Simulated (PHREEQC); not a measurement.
Make-up at 25 °C: 50 mmol/kgw HF, 12 mmol/kgw NH4HF2 and 4.7 mmol/kgw (NH4)2SiF6. Closed to the air; pH follows from the charge balance.

Model: ion-association model, phreeqc.dat, run in PHREEQC.

Precipitation was switched off in this run.

Question: Estimate the pH, ionic strength.

Answer: pH 2.47; ionic strength 0.0300 mol/kgw.

Question: In which forms is F present?

Answer: HF 54 %, SiF6-2 28 %, F- 13 %, HF2- 5.4 % of the F.

SiF6-2 is the database's only silicon fluoride.
